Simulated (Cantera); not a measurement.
A diamond (100) surface in a fixed gas of H2 with x(CH4) = 0.0088, x(H) = 0.013, x(CH3) = 0.00017, at 1100 K; coverages are run to steady state.

Computed with Cantera and the Harris–Goodwin 1993 mechanism for the reconstructed diamond (100) surface.

One state of this run: growth (µm/h) = 0.796; θ c6HH = 0.509; θ c6H* = 0.0278; θ c6*H = 0.440; θ c6** = 0.0183; θ c6HM = 0.00279. θ: site fractions in the mechanism's names (c6HH fully hydrogenated, c6H* and c6*H radical sites, c6** diradical, c6HM methylated).

Problem. Which value of P (Pa) does it belong to?
A. 45000
B. 990
C. 24000
D. 3500

Solution. B, 990
